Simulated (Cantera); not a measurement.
A Cantera script and what it prints.

```python
import numpy as np
import cantera as ct

gas_names = """
    Cr CrN CrO CrO2 CrO3 H HNO HNO2 HNO3 HO2 H2 H2O H2O2 N NH NH2 NH3 NH2OH NO NO2 NO3 N2 N2H2 N2H4 N2O
    O OH O2 O3
""".split()
cond_names = """
    Cr(cr) Cr(L) CrN(s) Cr2N(s) Cr2O3(s) Cr2O3(L) H2O(s) H2O(L)
""".split()


def load(file, names, dense=False):
    # The tables refer to 1 bar. Condensed volumes are neglected.
    table = {s.name: s for s in ct.Species.list_from_file(file)}
    out = []
    for n in names:
        d = dict(table[n].input_data)
        d["thermo"] = dict(d["thermo"], **{"reference-pressure": 1e5})
        if dense:
            d["equation-of-state"] = {"model": "constant-volume", "density": "1e6 g/cm^3"}
        out.append(ct.Species.from_dict(d))
    return out


gas = ct.Solution(thermo="ideal-gas", species=load("nasa_gas.yaml", gas_names))
cond = {s.name: ct.Solution(thermo="fixed-stoichiometry", species=[s], name=s.name)
        for s in load("nasa_condensed.yaml", cond_names, dense=True)}
atoms = {
    'Cr2O3': {'Cr': 2, 'O': 3},
    'H2': {'H': 2},
    'N2': {'N': 2},
}
top_T = {'CrN(s)': 1900, 'Cr2N(s)': 1900}  # K; cautious upper limits of use, not melting points


def equilibrate(T, P, feed):
    n = {}
    for name, mol in feed.items():
        for a, k in atoms[name].items():
            n[a] = n.get(a, 0.0) + k * mol
    gas.TPX = T, P, n
    mass = sum(n.values()) * gas.mean_molecular_weight
    gas.equilibrate("TP")
    valid = [c for c in cond.values() if c.min_temp <= T <= top_T.get(c.name, c.max_temp)]
    mix = ct.Mixture([(gas, mass / gas.mean_molecular_weight)] + [(c, 0.0) for c in valid])
    mix.T, mix.P = T, P
    mix.equilibrate("TP", solver="vcs", rtol=1e-11, max_steps=5000)
    return mix


results = []
feed = {'Cr2O3': 1, 'H2': 2.7, 'N2': 0.83}  # mol
T = 1750  # K
P = 101325  # Pa
mix = equilibrate(T, P, feed)
results.append((T, P, feed, dict(zip(mix.species_names, mix.species_moles))))
x = sorted(zip(gas.X, gas.species_names), reverse=True)
print(f"T = {T:g} K  P = {P:g} Pa  gas = {mix.phase_moles(0):.4g} mol")
print("   x: " + "  ".join(f"{s} {v:.3e}" for v, s in x if v > 1e-05))
print("   condensed (mol): " + ("  ".join(f"{mix.phase(i).name} {mix.phase_moles(i):.4g}"
      for i in range(1, mix.n_phases) if mix.phase_moles(i) > 1e-12) or "none"))
```

Result:

```
T = 1750 K  P = 101325 Pa  gas = 3.53 mol
   x: H2 7.608e-01  N2 2.351e-01  H2O 3.891e-03  H 2.015e-04  Cr 4.440e-05  NH3 1.059e-05
   condensed (mol): Cr(cr) 0.009001  Cr2O3(s) 0.9954
```

Equilibrium computed with Cantera from the NASA thermochemical tables; the gas is ideal and each condensed phase is pure. Mutual solubility and eutectic melting of coexisting phases are not modelled.
